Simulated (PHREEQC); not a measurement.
## Mixed reagents with mixed reagents: speciation

Solution A (0.0069 mol/kgw LiOH, 0.00076 mol/kgw NaHSO4 and 0.09 mol/kgw (CH3)4NCl) is mixed with solution B (0.098 mol NH4HSO4 and 0.17 mol (CH3)4NCl per kg of water) at 25 °C; shares are by mass of water, 1 kg in all. O2 is buffered at 0.21 atm. CO2 from the air is kept out. Solids allowed: Halite, Mirabilite. Others were left out.

The series has 21 steps of share of solution B, from 0 to 1.

All values are PHREEQC results (ion-association model, wateq4f.dat), not measurements.

Problem. Between which two steps does the pH jump most, and from what to what?

Solution. Between share of solution B = 0.05 and 0.1: from 8.73 to 2.58.

Complexes and solids missing from the database can't appear. (CH3)4N+ isn't in the database: it is added as a free cation with an ion size of 4 Å.
